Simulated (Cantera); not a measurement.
Feed: 1 mol ZrO₂, 30 mol H₂, 1 mol H₂O, equilibrated at 1875 °C.

Method: chemical equilibrium by Gibbs-energy minimisation in Cantera with the NASA 1993 tables (ideal gas, pure condensed phases). Candidate condensed phases: H₂O, Zr, ZrO₂; 12 gas species. The numbers say what is thermodynamically allowed, not how fast it happens.

x: gas mole fraction; n: condensed amount in mol.

| P (Pa) | x H₂ | x H | x H₂O | x OH | x O | x O₂ | x ZrO₂ | n ZrO₂(tetragonal) |
|---|---|---|---|---|---|---|---|---|
| 10 | 0.640 | 0.333 | 0.0246 | 0.00165 | 0.000605 | 9.86e-6 | 8.17e-6 | 1.000 |
| 68 | 0.825 | 0.145 | 0.0292 | 0.000661 | 8.20e-5 | 1.23e-6 | 1.20e-6 | 1.000 |
| 460 | 0.910 | ? | 0.0310 | ? | ? | ? | ? | 1.000 |
| 3200 | 0.945 | 0.0227 | 0.0318 | 9.81e-5 | 1.66e-6 | 2.36e-8 | 2.55e-8 | 1.000 |
| 22000 | 0.959 | 0.00870 | 0.0321 | 3.75e-5 | 2.40e-7 | 3.40e-9 | 3.72e-9 | 1.00 |
| 150000 | 0.964 | ? | 0.0322 | ? | ? | ? | ? | 1.00 |
| 1000000 | 0.966 | 0.00130 | 0.0322 | 5.56e-6 | 5.26e-9 | 7.44e-11 | 8.17e-11 | 1.00 |

### Question
What belongs in the gaps?

### Answer

- 460, x H: 0.0586
- 460, x OH: 0.000257
- 460, x O: 1.17e-5
- 460, x O₂: 1.69e-7
- 460, x ZrO₂: 1.78e-7
- 150000, x H: 0.00334
- 150000, x OH: 1.44e-5
- 150000, x O: 3.51e-8
- 150000, x O₂: 4.97e-10
- 150000, x ZrO₂: 5.45e-10
